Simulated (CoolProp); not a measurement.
The fluid at 495 K and 8.18 MPa flows at 1.2 m/s in a round tube of 20 mm bore and 15 µm roughness, fully developed (64/Re and Nu = 3.66 if laminar; Colebrook and Gnielinski if turbulent). The same conditions are run with several fluids, on thermodynamics alone (safety and materials aside).

The numbers come from the reference Helmholtz-energy equation of state of each fluid (R407C: Lemmon 2003; n-pentane: Thol 2019; R125: Lemmon 2005; isobutane: Bücker 2006; R152A: Outcalt 1996) in CoolProp. Blends and air are pseudo-pure fits.

```
fluid      Reynolds number  Darcy friction factor  pressure drop (Pa/m)  heat-transfer coefficient (W/(m² K))  mass flow (kg/h)
---------  ---------------  ---------------------  --------------------  ------------------------------------  ----------------
R407C               188000                 0.0201                   151                                   846               ___
n-pentane           316000                 0.0194                   266                                   ___               ___
R125                248000                 0.0197                   199                                  1030               380
isobutane           199000                 0.0200                   ___                                  1780               264
R152A               196000                 0.0200                   130                                  1040               244
```

Q: What belongs in the gaps?

A: 
- R407C, mass flow (kg/h): 283
- n-pentane, heat-transfer coefficient (W/(m² K)): 3480
- n-pentane, mass flow (kg/h): 516
- isobutane, pressure drop (Pa/m): 140

Transport values come from each fluid's own correlations; those of n-pentane, R152A are estimates that may be off by 10 % or more.
